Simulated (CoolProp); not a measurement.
The fluid at 293.15 K and 0.687 MPa flows at 0.2 m/s in a round tube of 1 mm bore and 0.25 µm roughness, fully developed (64/Re and Nu = 3.66 if laminar; Colebrook and Gnielinski if turbulent). The same conditions are run with several fluids, on thermodynamics alone (safety and materials aside).

Computed with CoolProp (reference Helmholtz-energy equation of state of each fluid (oxygen: Schmidt 1985; CH2F2 (R32): Tillner-Roth 1997; R125: Lemmon 2005; R410A: Lemmon 2003; C2F6 (R116): Lemmon 2006)). Blends and air are pseudo-pure fits.

Problem. Rank oxygen, CH2F2 (R32), R125, R410A, C2F6 (R116) by Reynolds number, highest first.

Solution. C2F6 (R116) (608), R125 (600), R410A (354), CH2F2 (R32) (246), oxygen (88.8)

```json
[
 {"fluid": "oxygen", "Darcy friction factor": "0.720", "pressure drop (Pa/m)": "131", "heat-transfer coefficient (W/(m² K))": "96.0", "mass flow (kg/h)": "0.00512"},
 {"fluid": "CH2F2 (R32)", "Darcy friction factor": "0.260", "pressure drop (Pa/m)": "84.4", "heat-transfer coefficient (W/(m² K))": "51.3", "mass flow (kg/h)": "0.00916"},
 {"fluid": "R125", "Darcy friction factor": "0.107", "pressure drop (Pa/m)": "82.1", "heat-transfer coefficient (W/(m² K))": "51.0", "mass flow (kg/h)": "0.0218"},
 {"fluid": "R410A", "Darcy friction factor": "0.181", "pressure drop (Pa/m)": "82.3", "heat-transfer coefficient (W/(m² K))": "50.0", "mass flow (kg/h)": "0.0129"},
 {"fluid": "C2F6 (R116)", "Darcy friction factor": "0.105", "pressure drop (Pa/m)": "88.9", "heat-transfer coefficient (W/(m² K))": "53.7", "mass flow (kg/h)": "0.0239"}
]
```

Transport values come from each fluid's own correlations; those of CH2F2 (R32), C2F6 (R116) are estimates that may be off by 10 % or more.
